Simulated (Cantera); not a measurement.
Cantera with NASA thermochemical tables; ideal gases at 1 bar, condensed phases pure. Values are per mole of reaction as written; species without (g) are pure solids or liquids, kept so even where they would boil at 1 bar. FeO: taken at fixed stoichiometry.

3 Fe2Cl6(g) + 3 FeO = 9 FeCl2(g) + O3(g)

| T (K) | ΔH° (kJ) | ΔS° (J/K) | ΔG° (kJ) | log10 K | condensed phases |
|---|---|---|---|---|---|
| 1100 | … | … | … | … | FeO(s) |
| 1300 | … | … | … | … | FeO(s) |
| 1500 | 1524.2 | 965.8 | 75.5 | -2.63 | FeO(s) |
| 1700 | 1432.0 | 909.5 | -114.2 | 3.51 | FeO(l) |
| 1900 | 1411.8 | 898.3 | -294.9 | 8.11 | FeO(l) |
| 2100 | 1393.4 | 889.1 | -473.6 | 11.78 | FeO(l) |
| 2300 | … | … | … | … | FeO(l) |
| 2500 | 1361.7 | 875.2 | -826.3 | 17.26 | FeO(l) |
| 2700 | 1347.9 | 869.9 | -1000.8 | 19.36 | FeO(l) |

Question: Some entries are withheld; supply them.

Answer: 
- 1100, ΔH° (kJ): 1565.6
- 1100, ΔS° (J/K): 998.0
- 1100, ΔG° (kJ): 467.9
- 1100, log10 K: -22.22
- 1300, ΔH° (kJ): 1544.6
- 1300, ΔS° (J/K): 980.4
- 1300, ΔG° (kJ): 270.1
- 1300, log10 K: -10.85
- 2300, ΔH° (kJ): 1376.8
- 2300, ΔS° (J/K): 881.5
- 2300, ΔG° (kJ): -650.7
- 2300, log10 K: 14.78
